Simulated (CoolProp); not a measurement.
A simple Rankine cycle with cyclohexane: condensing at 306.15 K, boiler at 1.2 MPa, turbine inlet 471.3 K, turbine efficiency 0.7, pump efficiency 0.6, no recuperator. Each further row changes one setting.

Model: reference Helmholtz-energy equation of state, Zhou 2014, in CoolProp.

```csv
case,thermal efficiency (%),net work (kJ/kg),heat in (kJ/kg),turbine exit temperature (K),volume ratio over the turbine
as stated,17.4,111,640,397.3,68.5
turbine inlet 491.3 K,17.2,118,687,419.5,66.7
condensing temperature 298.15 K,18.3,120,655,392.2,96.1
boiler pressure 0.84 MPa,16.2,106,652,407.0,45.1
turbine efficiency 0.6,14.8,94.9,640,406.3,70.1
```
